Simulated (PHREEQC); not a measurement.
1 kg of water holding 0.21 mol K2SO4, 0.23 mol K2CO3 and 0.27 mol KCl is evaporated at 25 °C; the solids stay in contact with the brine. CO2 is held at log p = -3.4 (atm). The run lets Arcanite, Kalicinite, Misenite, Sylvite precipitate or redissolve, and no other solid.

All values are PHREEQC results (Pitzer model, pitzer.dat), not measurements.

```json
[
 {"water left (kg)": "0.9992", "ionic strength": "1.54", "water activity": "0.973", "Kalicinite (mol)": "0", "Sylvite (mol)": "0", "Arcanite (mol)": "0", "S in solution (mol/kgw)": "0.210"},
 {"water left (kg)": "0.5546", "ionic strength": "2.59", "water activity": "0.955", "Kalicinite (mol)": "0", "Sylvite (mol)": "0", "Arcanite (mol)": "0.0385", "S in solution (mol/kgw)": "0.309"},
 {"water left (kg)": "0.3746", "ionic strength": "3.17", "water activity": "0.942", "Kalicinite (mol)": "0", "Sylvite (mol)": "0", "Arcanite (mol)": "0.125", "S in solution (mol/kgw)": "0.228"},
 {"water left (kg)": "0.2079", "ionic strength": "4.86", "water activity": "0.902", "Kalicinite (mol)": "0", "Sylvite (mol)": "0", "Arcanite (mol)": "0.186", "S in solution (mol/kgw)": "0.118"},
 {"water left (kg)": "0.1403", "ionic strength": "6.88", "water activity": "0.852", "Kalicinite (mol)": "0", "Sylvite (mol)": "0", "Arcanite (mol)": "0.201", "S in solution (mol/kgw)": "0.0616"},
 {"water left (kg)": "0.07776", "ionic strength": "10.9", "water activity": "0.754", "Kalicinite (mol)": "0", "Sylvite (mol)": "0.0932", "Arcanite (mol)": "0.208", "S in solution (mol/kgw)": "0.0209"},
 {"water left (kg)": "0.04249", "ionic strength": "15.1", "water activity": "0.667", "Kalicinite (mol)": "0.0549", "Sylvite (mol)": "0.215", "Arcanite (mol)": "0.210", "S in solution (mol/kgw)": "0.00905"},
 {"water left (kg)": "0.02729", "ionic strength": "15.1", "water activity": "0.667", "Kalicinite (mol)": "0.200", "Sylvite (mol)": "0.235", "Arcanite (mol)": "0.210", "S in solution (mol/kgw)": "0.00905"},
 {"water left (kg)": "0.0132", "ionic strength": "15.1", "water activity": "0.667", "Kalicinite (mol)": "0.334", "Sylvite (mol)": "0.253", "Arcanite (mol)": "0.210", "S in solution (mol/kgw)": "0.00905"},
 {"water left (kg)": "0.007488", "ionic strength": "15.1", "water activity": "0.667", "Kalicinite (mol)": "0.389", "Sylvite (mol)": "0.260", "Arcanite (mol)": "0.210", "S in solution (mol/kgw)": "0.00905"},
 {"water left (kg)": "0.002186", "ionic strength": "15.1", "water activity": "0.667", "Kalicinite (mol)": "0.439", "Sylvite (mol)": "0.267", "Arcanite (mol)": "0.210", "S in solution (mol/kgw)": "0.00905"}
]
```

Arcanite from water left = 0.5546 kg (pH 10.08); Sylvite from water left = 0.09471 kg (pH 10.61); Kalicinite from water left = 0.04249 kg (pH 10.95).
